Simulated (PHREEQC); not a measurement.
1.5 g of hydrous ferric oxide (600 m²/g; 0.2 weak and 0.005 strong sites per Fe, Dzombak-Morel constants, diffuse double layer) in 1 kg of water with 0.3 mol/kgw of an inert sodium salt and 0.00011 mol/kgw MgCl2, at 25 °C; the pH is set by adding NaOH or the inert anion's acid. Oxygen is held at 0.21 atm. The system is closed to CO2. Nothing may precipitate in this run.

Base run: PHREEQC, ion-association model, wateq4f.dat. Each further column changes one thing. The table gives surface potential ψ (mV).

```tsv
pH	base	background salt from 0.3 to 0.03 mol/kgw	oxide from 1.5 to 7.5 g/kgw
4	123	168	___
4.38	120	159	___
5.12	107	137	107
5.5	98	123	97
6.25	74	___	74
6.62	61	___	61
7.38	31	39	31
7.75	16	20	16
8.5	-14	-17	-16
8.88	-30	-37	___
9.62	-59	___	-61
10	-73	-91	-75
```

Question: Fill in the missing entries.

Answer: 
- 4, oxide from 1.5 to 7.5 g/kgw: 122
- 4.38, oxide from 1.5 to 7.5 g/kgw: 119
- 6.25, background salt from 0.3 to 0.03 mol/kgw: 92
- 6.62, background salt from 0.3 to 0.03 mol/kgw: 76
- 8.88, oxide from 1.5 to 7.5 g/kgw: -32
- 9.62, background salt from 0.3 to 0.03 mol/kgw: -74
